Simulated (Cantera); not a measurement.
A closed system holds: 1 mol Si3N4, 0.68 mol H2O, 210 mol H2, equilibrated at 1702 °C.

Method: chemical equilibrium by Gibbs-energy minimisation in Cantera with the NASA 1993 tables (ideal gas, pure condensed phases). Candidate condensed phases: H2O, Si, SiO2, Si2N2O, Si3N4; 35 gas species. Mutual solubility and eutectic melting of coexisting phases are not modelled. Gases not in the tables: Si2H6 and higher silanes. Kinetics and transport are ignored.

**Question.** Which condensed phases are stable at each of these points (P (Pa)): 0.100, 0.750, 5.60, 42, 320, 2400, 18000, 130000, 1000000?

**Answer.** 
```csv
P (Pa),condensed phases,Si condensed (%)
0.100,gas only,0.0
0.750,gas only,0.0
5.60,gas only,0.0
42,gas only,0.0
320,gas only,0.0
2400,Si(l),65.6
18000,Si(l),74.9
130000,Si(l),76.4
1000000,Si(l) + Si2N2O(s),94.3
```

From 0.100 Pa to 3.20 mbar nothing is condensed. From 24.0 mbar to 1.30 bar the condensed part is Si(l). At 10.0 bar the condensed part is Si(l) + Si2N2O(s).
